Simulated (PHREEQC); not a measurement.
Dissolve 0.013 mol/kgw NH4BF4, 0.0024 mol/kgw (NH4)2SiF6, 0.062 mol/kgw HBF4 and 4.6e-05 mol/kgw H2SO4 at 20 °C. Closed to the air; pH follows from the charge balance.

Computed with PHREEQC (ion-association model, wateq4f.dat).

The pH is 1.30 and the ionic strength is 0.0800 mol/kgw. The total alkalinity is -297 meq/kg.

| species | molality | activity | log γ |
|---|---|---|---|
| BF4- | 0.0703 | 0.0538 | -0.116 |
| H+ | 0.0598 | 0.0499 | -0.078 |
| NH4+ | 0.0178 | 0.0142 | -0.099 |
| HF | 0.0114 | 0.0116 | 0.008 |
| H3BO3 | 0.00251 | 0.00256 | 0.008 |
| SiF6-2 | 0.00240 | 0.000974 | -0.391 |
| BF3OH- | 0.00201 | 0.00154 | -0.116 |
| H2F2 | 0.000414 | 0.000422 | 0.008 |
| F- | 0.000218 | 0.000170 | -0.108 |
| BF2(OH)2- | 0.000197 | 0.000151 | -0.116 |
| HSO4- | 3.08e-5 | 2.44e-5 | -0.101 |

No solid was allowed to form. SiF6-2 is the database's only silicon fluoride. Real BF4- forms and hydrolyses slowly; the run takes it at equilibrium.
